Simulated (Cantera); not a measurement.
# Low-pressure radical oxidation in H2/O2

An isothermal, constant-pressure homogeneous reactor starts with H₂ : O₂ = 0.089 : 1 (molar parts), equivalence ratio 0.044, at 1075 K and 10.00 Torr.

Detailed kinetics in Cantera: the H2/O2 subset of GRI-Mech 3.0, which has no nitrogen chemistry. Radical loss at walls, strong at low pressure, is not modelled. The temperature is held fixed by assumption; the heat of reaction is taken as removed at once.

| t (s) | x H₂ | x O₂ | x O | x OH | x H |
|---|---|---|---|---|---|
| 4.00e-5 | 0.0817 | 0.918 | 3.82e-11 | 3.29e-11 | 1.67e-10 |
| 0.000114 | 0.0817 | 0.918 | 2.62e-10 | 1.84e-10 | 4.54e-10 |
| 0.000324 | 0.0817 | 0.918 | 2.16e-9 | 1.21e-9 | 2.09e-9 |
| 0.000924 | 0.0817 | 0.918 | 8.31e-8 | 4.34e-8 | 6.89e-8 |
| 0.00263 | 0.0786 | 0.916 | 0.00122 | 0.000623 | 0.00105 |
| 0.00750 | 0.00189 | 0.877 | 0.0314 | 0.00310 | 0.0155 |
| 0.0213 | 0.000826 | 0.899 | 0.0137 | 0.00203 | 0.00432 |
| 0.0608 | 0.000164 | 0.912 | 0.00272 | 0.000884 | 0.000367 |
| 0.173 | 2.06e-5 | 0.914 | 0.000349 | 0.000315 | 1.67e-5 |
| 0.493 | 2.75e-6 | 0.915 | 4.88e-5 | 0.000118 | 8.79e-7 |
| 1.40 | 4.83e-7 | 0.915 | 8.97e-6 | 5.08e-5 | 6.93e-8 |
| 4.00 | 1.09e-7 | 0.915 | 2.09e-6 | 2.45e-5 | 7.81e-9 |
x: mole fraction; the columns are a selection and need not sum to one.

Equilibrium at this temperature and pressure: H₂ 5.44e-10, O₂ 0.915, O 1.09e-8, OH 1.77e-6, H 2.98e-12 (gas phase only).
